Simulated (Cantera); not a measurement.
An isothermal, constant-pressure homogeneous reactor starts with NO : N2 = 1 : 7.2 (molar parts), at 2200 K and 0.340 bar. Integrator tolerance rtol = 1e-08.

Cantera simulation using GRI-Mech 3.0 (53 species, 325 reactions); the numbers are that mechanism's predictions, not measurements.

Task: What does this change do: temperature 2200 to 1498 K?

Result: 
```
quantity                                           before                                    after
----------------  ---------------------------------------  ---------------------------------------
x(NO) at 20.0 s   0.00718 (gas-phase equilibrium 0.00718)   0.120 (gas-phase equilibrium 0.000714)
x(N2O) at 20.0 s  2.54e-7 (gas-phase equilibrium 2.54e-7)  4.70e-6 (gas-phase equilibrium 2.79e-8)
x(O2) at 20.0 s     0.0568 (gas-phase equilibrium 0.0568)  0.000884 (gas-phase equilibrium 0.0606)
x(NO2) at 20.0 s  2.77e-6 (gas-phase equilibrium 2.77e-6)  3.16e-5 (gas-phase equilibrium 1.20e-6)
x(N2) at 20.0 s       0.935 (gas-phase equilibrium 0.935)      0.879 (gas-phase equilibrium 0.939)
x(O) at 20.0 s    0.00111 (gas-phase equilibrium 0.00111)  2.76e-7 (gas-phase equilibrium 1.68e-6)
```
